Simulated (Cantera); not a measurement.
A closed system holds: 1 mol CH3SiCl3, 1.1 mol C2H2, 280 mol H2, equilibrated at 2400 K and 0.120 bar.

Method: chemical equilibrium by Gibbs-energy minimisation in Cantera with the NASA 1993 tables (ideal gas, pure condensed phases). The feed counts by its element totals alone. The tables' values for SiCl are old estimates; treat these amounts as uncertain. Gases not in the tables: Si2H6 and higher silanes. Equilibrium is a limit: real reactors are often held back by kinetics, nucleation or transport.

```tsv
species	before	after
H2	0.937	0.989
HCl	0.00986	0.0105
H	0.0444	0.000533
C2H2 (acetylene)	0.00501	9.11e-5
SiCl2	2.16e-5	6.52e-6
SiC2	0.000347	1.31e-9
Si2C	0.000156	<1e-9
Si	0.00236	1.42e-7
C2H	1.37e-5	<1e-9
SiH	0.000244	7.01e-8
C4H2	1.10e-5	3.29e-9
C(graphite), mol	0	2.12
SiC(s), mol	0	0.998
```
Gas species are given as mole fractions.

Problem. Which change was made?
A. pressure from 0.120 bar to 0.520 bar
B. temperature from 2400 K to 1725 K
C. CH3SiCl3 replaced by (CH3)2SiCl2
D. temperature from 2400 K to 2123 K

Solution. B, temperature from 2400 K to 1725 K
